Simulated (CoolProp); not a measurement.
Vapour-liquid equilibrium of cyclohexane (1) + dimethyl carbonate (2) at 0.845 bar; x and y are mole fractions of (1).

Computed with CoolProp (multi-fluid Helmholtz-energy mixture model, Zhou 2014 and Zhou 2011; pair parameters Bell 2016).

```
x     bubble temperature (K)  y at the bubble point  dew temperature at overall composition x (K)  liquid density (mol/L)
----  ----------------------  ---------------------  --------------------------------------------  ----------------------
0.05                   352.3                  0.199                                         356.4                   10.80
0.2                    344.4                  0.461                                         352.3                   10.42
0.35                   341.8                  0.551                                         347.9                   10.02
0.5                    340.9                  0.595                                         343.2                   9.636
0.65                   340.7                  0.633                                         340.8                   9.301
0.8                    341.4                  0.697                                         343.4                   9.007
0.95                   345.0                  0.871                                         346.8                   8.725
```

y crosses x between x = 0.5 and 0.65: the model has an azeotrope there.

Pair parameters are fitted to limited data, so mixtures are less certain than the pure fluids.
